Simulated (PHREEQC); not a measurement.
Solution (25 °C): 32 mmol/kgw BaBr2. Closed to the air; pH follows from the charge balance.

Computed with PHREEQC (ion-association model, phreeqc.dat).

No solid was allowed to form.

Q: Predict the specific conductance, density.

A: specific conductance 6890 µS/cm; density 1.005 g/cm³.
